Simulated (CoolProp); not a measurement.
Vapour-liquid equilibrium of R143a (1) + propane (2) at 0.0354 MPa; x and y are mole fractions of (1).

Computed with CoolProp (multi-fluid Helmholtz-energy mixture model, Lemmon and Jacobsen 2000 and Lemmon 2009; pair parameters Bell 2016).

Give the bubble temperature and the first vapour's composition at x = 0.2, 0.8, 0.95. Is there an azeotrope?

x = 0.2: -72.5 °C, y = 0.478; x = 0.8: -72.5 °C, y = 0.620; x = 0.95: -69.5 °C, y = 0.834. y crosses x between x = 0.5 and 0.65: the model has an azeotrope there.

The pair parameters rest on a limited set of measurements; away from them the model extrapolates.
